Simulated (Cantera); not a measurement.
Feed: 1 mol SiHCl3, a varied amount of NH3, equilibrated at 1148.15 K and 10.0 mbar.

Cantera equilibrium calculation (NASA polynomials, part measured and part estimated; ideal gas, pure solids and liquids). Candidate condensed phases: NH4Cl, Si, Si3N4; 28 gas species. The tables' values for SiCl3 are old estimates; treat these amounts as uncertain. The numbers say what is thermodynamically allowed, not how fast it happens.

x: gas mole fraction; n: condensed amount in mol.

```csv
n(NH3) (mol),x H2,x HCl,x N2,x SiCl4,x SiCl3,x SiHCl3,x SiCl2,n Si3N4(s)
1.7,0.431,0.446,0.0728,0.0476,0.00128,0.000924,[?],0.255
4.1,0.549,0.299,0.148,0.00370,0.000168,0.000136,[?],0.320
6.4,0.610,0.209,0.180,0.000633,4.31e-5,3.70e-5,[?],0.330
8.8,0.645,0.158,0.197,0.000171,1.59e-5,1.40e-5,[?],0.332
11,0.664,0.128,0.207,6.82e-5,7.92e-6,7.09e-6,[?],0.333
14,0.682,0.102,0.216,2.53e-5,3.75e-6,3.40e-6,[?],0.333
16,0.690,0.0899,0.220,1.47e-5,2.48e-6,2.26e-6,[?],0.333
18,0.696,0.0803,0.223,9.08e-6,1.73e-6,1.58e-6,[?],0.333
21,0.704,0.0692,0.227,4.85e-6,1.07e-6,9.90e-7,[?],0.333
23,0.708,0.0634,0.229,3.35e-6,8.13e-7,7.51e-7,[?],0.333
25,0.711,0.0584,0.231,2.39e-6,6.30e-7,5.84e-7,[?],0.333
28,0.715,0.0523,0.233,1.51e-6,4.46e-7,4.14e-7,[?],0.333
30,0.717,0.0489,0.234,1.14e-6,3.61e-7,3.36e-7,[?],0.333
```

### Question
What belongs in the gaps?

### Answer

- 1.7, x SiCl2: 0.000380
- 4.1, x SiCl2: 8.38e-5
- 6.4, x SiCl2: 3.25e-5
- 8.8, x SiCl2: 1.63e-5
- 11, x SiCl2: 1.02e-5
- 14, x SiCl2: 6.11e-6
- 16, x SiCl2: 4.62e-6
- 18, x SiCl2: 3.62e-6
- 21, x SiCl2: 2.63e-6
- 23, x SiCl2: 2.18e-6
- 25, x SiCl2: 1.83e-6
- 28, x SiCl2: 1.45e-6
- 30, x SiCl2: 1.26e-6
